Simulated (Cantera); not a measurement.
Input: 1 mol SiHCl₃, 19 mol H₂, 1.1 mol C₂H₂, held at 1023 K and 28.5 Torr.

These are equilibrium values from Cantera (NASA tables, ideal gas, pure condensed phases), not measurements of a reactor. Candidate condensed phases: C, C₆H₆, C₇H₈, C₈H₁₈, Si, SiC; 109 gas species. The tables' values for SiCl₃ are old estimates; treat these amounts as uncertain. Rates play no part.

Base state: H₂ 0.882, HCl 0.108, SiCl₄ 0.00686, CH₄ 0.00222, SiHCl₃ 0.000475, SiCl₃ 6.02e-5, SiCl₂ 1.12e-5 (mole fractions); condensed: C(graphite) + SiC(s).

Question: What changes in the equilibrium state with this change: H₂ from 19 to 7.9 mol?

Answer: 
```tsv
species	before	after
H₂	0.882	0.813
HCl	0.108	0.152
SiCl₄	0.00686	0.0314
SiCl₃	6.02e-5	0.000188
SiHCl₃	0.000475	0.00143
SiCl₂	1.12e-5	2.39e-5
CH₄	0.00222	0.00189
C(graphite), mol	1.31	1.53
SiC(s), mol	0.838	0.649
```

Question: What changes in the equilibrium state with this change: temperature from 1023 K to 923.15 K?

Answer: 
```tsv
species	before	after
H₂	0.882	0.905
HCl	0.108	0.0701
SiCl₄	0.00686	0.0166
SiCl₂	1.12e-5	1.47e-6
CH₄	0.00222	0.00723
SiCl₃	6.02e-5	2.46e-5
SiHCl₃	0.000475	0.000767
C(graphite), mol	1.31	1.42
SiC(s), mol	0.838	0.624
```
